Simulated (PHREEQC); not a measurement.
Solution (20 °C): 140 mmol/kgw FeCl3, 9.3 mmol/kgw H3AsO4 and 1.5 mmol/kgw HCl. Closed to the air; pH follows from the charge balance.

Computed with PHREEQC (ion-association model, wateq4f.dat).

**Question.** The ionic strength comes out as 0.515 mol/kgw. What activity coefficients do Cl-, Fe3(OH)4+5, H+, H2AsO4-, FeCl+2 get?

**Answer.** Cl- 0.64, Fe3(OH)4+5 0.00047, H+ 0.77, H2AsO4- 0.74, FeCl+2 0.22.

This is a speciation only: nothing precipitates in the calculation. The solution is supersaturated, for example in Hematite (slow to form), Goethite (slow to form), so a real one may precipitate; this is no full list. The database's scorodite may be far more soluble than the real mineral, and it has no iron arsenate complexes; the constant wasn't checked at its source.
